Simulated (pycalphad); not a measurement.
## Effect of Si content in Cu-Si

All values are pycalphad results on the COST 507 light-alloy database (1999) (1 atm), not direct measurements. The database dates from 1999; later assessments differ in places, in temperatures and in the compounds included. Phase fractions are per mole of atoms.

| alloy | liquidus (K) | first solid | solidus (K) | phases at 800 K |
|---|---|---|---|---|
| Cu-0.9572Si (wt.%) | 1339 | fcc | 1314 | fcc 1.00 |
| Cu-1.938Si (wt.%) | 1316 | fcc | 1270 | fcc 1.00 |
| Cu-3.968Si (wt.%) | 1258 | fcc | 1181 | fcc 1.00 |
| Cu-6.108Si (wt.%) | 1180 | fcc | 1125 | CU56SI11_GAMMA 0.52, fcc 0.48 |
| Cu-13.23Si (wt.%) | 1127 | CU19SI6_ETA | 1074 | CU19SI6_ETA 0.98, diamond (Si) 0.02 |

Database names, with the compositions (at.%) that they take in these runs: CU56SI11_GAMMA: Cu 84 Si 16; CU19SI6_ETA: Cu 76 Si 24.
